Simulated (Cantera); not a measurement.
Charge: 1 mol Si, 0.12 mol CO2, 52 mol H2, at 1 atm.

Cantera equilibrium calculation (NASA polynomials, part measured and part estimated; ideal gas, pure solids and liquids). Candidate condensed phases: C, C6H6, C7H8, C8H18, H2O, Si, SiC, SiO2; 123 gas species. Mutual solubility and eutectic melting of coexisting phases are not modelled. The tables hold silica as quartz up to 1696 K and as liquid above; real silica turns to tridymite and cristobalite and melts near 1996 K. Gases not in the tables: Si2H6 and higher silanes. Rates play no part.

What share of the Si ends up in condensed phases as a function of T (K), at 1050, 1200, 1350, 1500, 1650, 1800, 1950, 2100?


| T (K) | Si condensed (%) | as |
|---|---|---|
| 1050 | 100.0 | Si(s) + SiC(s) + SiO2(β-quartz) |
| 1200 | 100.0 | Si(s) + SiC(s) + SiO2(β-quartz) |
| 1350 | 99.9 | Si(s) + SiC(s) + SiO2(β-quartz) |
| 1500 | 97.3 | Si(s) + SiC(s) + SiO2(β-quartz) |
| 1650 | 77.0 | Si(s) + SiC(s) |
| 1800 | 78.1 | Si(l) + SiC(s) |
| 1950 | 80.1 | Si(l) + SiC(s) |
| 2100 | 82.2 | Si(l) + SiC(s) |
